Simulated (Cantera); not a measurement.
Feed: 1 mol SiHCl3, 0.025 mol Cl2, 7.2 mol H2, held at 1000 K and 0.00630 bar.

Method: chemical equilibrium by Gibbs-energy minimisation in Cantera with the NASA 1993 tables (ideal gas, pure condensed phases). Candidate condensed phases: Si; 19 gas species. The tables' values for SiCl3 are old estimates; treat these amounts as uncertain. Equilibrium is a limit: real reactors are often held back by kinetics, nucleation or transport.

Base state: H2 0.878, SiCl4 0.0682, HCl 0.0366, SiHCl3 0.0115, SiCl3 0.00270, SiCl2 0.00259, SiH2Cl2 0.000211 (mole fractions); condensed: Si(s).

**Question.** What changes in the equilibrium state with this change: temperature from 1000 K to 1723.15 K?

**Answer.** 
```tsv
species	before	after
H2	0.878	0.762
HCl	0.0366	0.143
SiCl2	0.00259	0.0922
SiCl4	0.0682	1.50e-5
SiHCl3	0.0115	1.65e-5
SiCl	<1e-9	0.000283
Cl	1.04e-9	0.000291
Si	<1e-9	0.000156
H	2.68e-8	0.00201
Si(s), mol	0.273	0
Si(l), mol	0	0.136
```
The tables' values for SiCl3, SiCl are old estimates; treat these amounts as uncertain. Gases not in the tables: Si2H6 and higher silanes.
